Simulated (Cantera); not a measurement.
Charge: 1 mol B₂O₃, 6.9 mol H₂O, at 10000 Pa.

These are equilibrium values from Cantera (NASA tables, ideal gas, pure condensed phases), not measurements of a reactor. Candidate condensed phases: B, B₂O₃, B₃O₃H₃, H₂O; 23 gas species. Gases not in the tables: H₃BO₃. Rates play no part.

log p: log10 of the partial pressure in bar; n: condensed amount in mol.

```csv
T (K),log p H₂O,log p HBO₂,log p H₂,log p B₂O₃,log p OH,n B₂O₃(l)
1050,-1.00,-4.65,-6.86,-10.49,-8.16,0.929
1150,-1.00,-3.90,-6.14,-8.78,-7.28,0.950
1250,-1.00,[?],[?],[?],[?],0.951
1350,-1.01,-2.77,-5.02,-6.15,-5.91,0.918
1450,-1.02,-2.33,-4.58,-5.12,-5.37,0.816
1550,-1.05,-1.96,-4.21,-4.23,-4.92,0.579
1650,-1.11,-1.65,[?],[?],[?],[?]
1750,-1.13,-1.62,-3.61,-3.28,-4.19,0
1850,-1.13,-1.62,-3.33,-3.21,-3.86,0
1950,-1.13,-1.63,-3.09,-3.14,-3.57,0
2050,-1.13,-1.63,-2.87,-3.08,-3.31,0
2150,-1.14,-1.64,-2.67,-3.03,-3.07,0
```

Q: Fill in the missing entries.

A: 
- 1650, log p H₂: -3.91
- 1650, log p B₂O₃: -3.46
- 1650, log p OH: -4.55
- 1650, n B₂O₃(l): 0.0929
- 1250, log p HBO₂: -3.29
- 1250, log p H₂: -5.54
- 1250, log p B₂O₃: -7.36
- 1250, log p OH: -6.54
